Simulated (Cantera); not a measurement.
Input: 1 mol PbO, a varied amount of H2, equilibrated at 1075 K and 61000 Pa.

These are equilibrium values from Cantera (NASA tables, ideal gas, pure condensed phases), not measurements of a reactor. Candidate condensed phases: H2O, Pb, PbO, PbO2, Pb3O4; 12 gas species. Rates play no part.

Q: At 2.1 mol H2, list the 3 most abundant gas species with their mole fractions, and the condensed phases.

A: H2 0.524, H2O 0.476, Pb 0.000124. Condensed: Pb(l).
